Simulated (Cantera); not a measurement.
A Cantera script and its output.

```python
import numpy as np
import cantera as ct

gas = ct.Solution("gri30.yaml")
gas.TPX = 1550, 120000, {'CH3OH': 1, 'O2': 0.714, 'N2': 7.86, 'H2O': 0.42}
reactor = ct.IdealGasReactor(gas, energy="on", clone=False)
net = ct.ReactorNet([reactor])
net.rtol, net.atol = 1e-08, 1e-16
show = ['CH3OH', 'O2', 'CO2', 'C2H6', 'C2H', 'CH3']
times = np.geomspace(5e-06, 0.2, 12)

steps = ct.SolutionArray(gas, extra=["t"])
rows = []
print(f"{'t/s':>10s}{'T/K':>9s}{'P/Pa':>11s}" + "".join(f"{s:>11s}" for s in show))
for t in times:
    while net.time < t:
        t_next = net.step()
        steps.append(gas.state, t=t_next)
    rows.append([np.interp(t, steps.t, y) for y in (steps.T, steps.P, *steps(*show).X.T)])
    print(f"{t:10.3e}{rows[-1][0]:9.1f}{rows[-1][1]:11.4g}" + "".join(f"{x:11.3e}" for x in rows[-1][2:]))
rate = np.gradient(steps.T, steps.t)
print("integrator steps:", len(steps.t))
if steps.T.max() > steps.T[0] + 200:
    print(f"time of steepest temperature rise: {steps.t[rate.argmax()]:.4e} s")
gas.TPX = 1550, 120000, {'CH3OH': 1, 'O2': 0.714, 'N2': 7.86, 'H2O': 0.42}
gas.equilibrate("UV")
print(f"equilibrium (UV): T = {gas.T:.1f} K  " + "  ".join(f"{s} {gas[s].X[0]:.3e}" for s in show))
```

It prints:

```
       t/s      T/K       P/Pa      CH3OH         O2        CO2       C2H6        C2H        CH3
 5.000e-06   1549.9    1.2e+05  9.990e-02  7.136e-02  4.894e-06  1.351e-08  1.380e-16  1.892e-05
 1.310e-05   1549.8    1.2e+05  9.955e-02  7.117e-02  1.306e-05  1.193e-07  6.342e-16  2.918e-05
 3.433e-05   1550.9  1.203e+05  9.768e-02  7.035e-02  3.452e-05  3.645e-07  6.770e-15  1.889e-05
 8.997e-05   1618.0   1.29e+05  6.587e-02  5.682e-02  2.489e-04  3.685e-07  8.017e-13  1.458e-05
 2.357e-04   2245.9  1.978e+05  2.398e-14  3.042e-04  2.309e-02  7.225e-24  1.380e-18  1.547e-12
 6.178e-04   2325.8  2.038e+05  3.003e-14  3.945e-05  2.252e-02  4.487e-24  2.938e-18  2.058e-12
 1.619e-03   2342.0   2.05e+05  3.170e-14  1.422e-05  2.240e-02  8.015e-24  3.467e-18  2.662e-12
 4.242e-03   2343.0  2.051e+05  3.183e-14  1.297e-05  2.239e-02  8.501e-24  3.526e-18  2.737e-12
 1.112e-02   2342.8   2.05e+05  3.186e-14  1.293e-05  2.238e-02  8.546e-24  3.530e-18  2.742e-12
 2.913e-02   2342.4   2.05e+05  3.192e-14  1.287e-05  2.238e-02  8.642e-24  3.541e-18  2.755e-12
 7.632e-02   2342.1   2.05e+05  3.197e-14  1.282e-05  2.237e-02  8.725e-24  3.553e-18  2.767e-12
 2.000e-01   2342.1   2.05e+05  3.198e-14  1.282e-05  2.237e-02  8.733e-24  3.554e-18  2.768e-12
integrator steps: 1778
time of steepest temperature rise: 1.1119e-04 s
equilibrium (UV): T = 2342.1 K  CH3OH 3.264e-14  O2 1.282e-05  CO2 2.237e-02  C2H6 1.084e-23  C2H 3.947e-18  CH3 3.140e-12
```

Detailed kinetics in Cantera: GRI-Mech 3.0 (53 species, 325 reactions). GRI-Mech 3.0 was tuned for natural gas; its chemistry of methanol as a main component is partial and can be far from experiment.
